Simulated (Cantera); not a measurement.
Input: 1 mol SiHCl3, 480 mol H2, equilibrated at 7.50 Torr.

Equilibrium computed with Cantera from the NASA thermochemical tables; the gas is ideal and each condensed phase is pure. Candidate condensed phases: Si; 19 gas species. Gases not in the tables: Si2H6 and higher silanes. The numbers say what is thermodynamically allowed, not how fast it happens.

x: gas mole fraction; n: condensed amount in mol.

```tsv
T (°C)	x H2	x HCl	x H	x SiCl2	n Si(s)	n Si(l)
1225	0.994	0.00599	…	0.000116	0.943	0
1250	0.994	0.00599	…	0.000118	0.941	0
1275	0.994	0.00598	…	0.000120	0.938	0
1300	0.993	0.00598	…	0.000122	0.936	0
1325	0.993	0.00597	…	0.000124	0.932	0
1350	0.993	0.00596	…	0.000125	0.926	0
1375	0.993	0.00596	…	0.000127	0.918	0
1400	0.993	0.00595	…	0.000129	0.907	0
1425	0.992	0.00595	…	0.000128	0	0.891
```

Task: What belongs in the gaps?

Result: 
- 1225, x H: 0.000171
- 1250, x H: 0.000230
- 1275, x H: 0.000307
- 1300, x H: 0.000405
- 1325, x H: 0.000531
- 1350, x H: 0.000689
- 1375, x H: 0.000887
- 1400, x H: 0.00113
- 1425, x H: 0.00144
